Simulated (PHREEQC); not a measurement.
Dissolve 0.0037 mol/kgw HF and 0.0022 mol/kgw (NH4)2SiF6 at 25 °C. Closed to the air; pH follows from the charge balance.

All values are PHREEQC results (ion-association model, phreeqc.dat), not measurements.

```json
[
 {"quantity": "pH", "before": "2.90", "after": "3.27"},
 {"quantity": "ionic strength (mol/kgw)", "before": "0.00791", "after": "0.0109"},
 {"quantity": "HF (mol/kgw)", "before": "0.00256", "after": "0.00307"},
 {"quantity": "F- (mol/kgw)", "before": "0.00149", "after": "0.00425"},
 {"quantity": "H4SiO4 (mol/kgw)", "before": "6.26e-5", "after": "3.68e-6"},
 {"quantity": "HF2- (mol/kgw)", "before": "1.46e-5", "after": "5.01e-5"},
 {"quantity": "SI of Quartz (SiO2)", "before": "-0.22", "after": "-1.45"}
]
```

Problem. Name the change that produced these shifts.
(A) HF replaced by NH4HF2 at the same molality
(B) diluted 100-fold with water
(C) HF from 0.0037 to 0.00555 mol/kgw
(D) 5.8e-05 mol/kgw (NH4)2CO3 added

Solution. A, HF replaced by NH4HF2 at the same molality

No solid was allowed to form. SiF6-2 is the database's only silicon fluoride.
